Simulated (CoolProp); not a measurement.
Vapour-liquid equilibrium of acetone (1) + n-decane (2) at 328.9 K; x and y are mole fractions of (1).

Model: multi-fluid Helmholtz-energy mixture model, Lemmon 2006 and Lemmon 2006; pair parameters Bell 2016, in CoolProp.

Problem. Give the bubble pressure and the first vapour's composition at x = 0.05, 0.2, 0.5. Is there an azeotrope?

Solution. x = 0.05: 0.1289 bar, y = 0.909; x = 0.2: 0.4530 bar, y = 0.977; x = 0.5: 0.7539 bar, y = 0.988. No azeotrope shows between x = 0.05 and 0.95.

The pair parameters rest on a limited set of measurements; away from them the model extrapolates. With so large a gap from Raoult's law the liquid may split in two, which this calculation doesn't test in full.
